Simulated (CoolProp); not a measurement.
The fluid at 293.15 K and 7.38 MPa is throttled through a valve to 0.91 MPa with no heat exchange. The same conditions are run with several fluids, on thermodynamics alone (safety and materials aside).

Computed with CoolProp (reference Helmholtz-energy equation of state of each fluid (R13: Platzer 1990; isobutane: Bücker 2006; ammonia: Gao 2020; carbonyl sulfide: Lemmon 2006; o-xylene: Zhou 2012)). The equations of Platzer and Polt are older, rougher fits.

```tsv
fluid	temperature change (K)	final phase	final density (kg/m³)
R13	-47.5	two-phase, vapour fraction 0.439	123
isobutane	+1.9	liquid	556
ammonia	+0.7	liquid	609
carbonyl sulfide	-8.2	two-phase, vapour fraction 0.047	370
o-xylene	+3.0	liquid	878
```
